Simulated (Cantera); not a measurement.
## Carbothermic reduction: TiO₂ + C + H₂

Input: 1 mol TiO₂, 3.1 mol C, 2.4 mol H₂, equilibrated at 0.0110 bar.

Cantera equilibrium calculation (NASA polynomials, part measured and part estimated; ideal gas, pure solids and liquids). Candidate condensed phases: C, C₆H₆, C₇H₈, C₈H₁₈, H₂O, Ti, TiC, TiO, TiO₂, Ti₂O₃, Ti₃O₅, Ti₄O₇; 113 gas species. Mutual solubility and eutectic melting of coexisting phases are not modelled. TiC: taken at fixed stoichiometry. Condensed phases not in the tables: Magnéli phases beyond Ti₄O₇. Equilibrium is a limit: real reactors are often held back by kinetics, nucleation or transport.

At 1050 K the condensed part is C(graphite) + TiO₂(rutile) + Ti₄O₇(s). At 1125 K the condensed part is C(graphite) + Ti₄O₇(s). At 1200 K the condensed part is C(graphite) + TiC(s) + Ti₃O₅(s). From 1275 K to 2025 K the condensed part is C(graphite) + TiC(s).

| T (K) | log p H₂ | log p CO | log p H | log p CH₄ | n C(graphite) | n TiO₂(rutile) | n Ti₄O₇(s) | n TiC(s) | n Ti₃O₅(s) |
|---|---|---|---|---|---|---|---|---|---|
| 1050 | -1.99 | -3.06 | -9.09 | -5.23 | 2.89 | 0.173 | 0.207 | 0 | 0 |
| 1125 | -2.00 | -2.98 | -8.35 | -5.54 | 2.85 | 0 | 0.250 | 0 | 0 |
| 1200 | -2.02 | -2.85 | -7.71 | -5.84 | 2.73 | 0 | 0 | 0.0139 | 0.329 |
| 1275 | -2.22 | -2.30 | -7.24 | -6.48 | 0.100 | 0 | 0 | 1.00 | 0 |
| 1350 | -2.22 | -2.30 | -6.73 | -6.68 | 0.100 | 0 | 0 | 1.00 | 0 |
| 1425 | -2.22 | -2.30 | -6.28 | -6.87 | 0.1000 | 0 | 0 | 1.00 | 0 |
| 1500 | -2.22 | -2.30 | -5.87 | -7.03 | 0.0999 | 0 | 0 | 1.00 | 0 |
| 1575 | -2.22 | -2.30 | -5.49 | -7.18 | 0.0999 | 0 | 0 | 1.00 | 0 |
| 1650 | -2.22 | -2.30 | -5.15 | -7.32 | 0.0998 | 0 | 0 | 1.00 | 0 |
| 1725 | -2.22 | -2.30 | -4.84 | -7.45 | 0.0995 | 0 | 0 | 1.00 | 0 |
| 1800 | -2.22 | -2.30 | -4.56 | -7.56 | 0.0992 | 0 | 0 | 1.00 | 0 |
| 1875 | -2.22 | -2.30 | -4.30 | -7.67 | 0.0985 | 0 | 0 | 1.00 | 0 |
| 1950 | -2.23 | -2.30 | -4.05 | -7.77 | 0.0974 | 0 | 0 | 1.00 | 0 |
| 2025 | -2.23 | -2.30 | -3.83 | -7.86 | 0.0957 | 0 | 0 | 1.000 | 0 |
log p: log10 of the partial pressure in bar; n: condensed amount in mol.
